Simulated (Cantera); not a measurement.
A closed system holds: 1 mol SiC, 0.021 mol H2O, 5.4 mol N2, 1.1 mol CO2, held at 0.400 bar.

These are equilibrium values from Cantera (NASA tables, ideal gas, pure condensed phases), not measurements of a reactor. Candidate condensed phases: C, C6H6, C7H8, C8H18, H2O, Si, SiC, SiO2, Si2N2O, Si3N4; 151 gas species. Mutual solubility and eutectic melting of coexisting phases are not modelled. Equilibrium is a limit: real reactors are often held back by kinetics, nucleation or transport. All values below are at 1650 °C.

Base state: N2 0.726, CO 0.261, SiO 0.0106, H2 0.00285, HCN 0.000213, H 7.95e-5, HNC 1.05e-5 (mole fractions); condensed: SiC(s) + Si2N2O(s).

Problem. What changes in the equilibrium state with this change: H2O from 0.021 to 0.0066 mol?

Solution. 
| species | before | after |
|---|---|---|
| N2 | 0.726 | 0.728 |
| CO | 0.261 | 0.260 |
| SiO | 0.0106 | 0.0106 |
| H2 | 0.00285 | 0.000863 |
| H | 7.95e-5 | 4.38e-5 |
| HCN | 0.000213 | 0.000118 |
| SiC(s), mol | 0.276 | 0.286 |
| Si2N2O(s), mol | 0.325 | 0.320 |
